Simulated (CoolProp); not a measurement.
Computed with CoolProp (reference Helmholtz-energy equation of state, Gao 2022).

Task: Give the vapour pressure (bar), vapour density (kg/m³), enthalpy of vaporisation (kJ/kg), liquid cp (kJ/(kg K)) of saturated n-perfluorohexane at 268.5 K.

Result: 
```csv
T (K),p (bar),vapour density (kg/m³),enthalpy of vaporisation (kJ/kg),liquid cp (kJ/(kg K))
268.5,0.0667,1.02,101,1.00
```
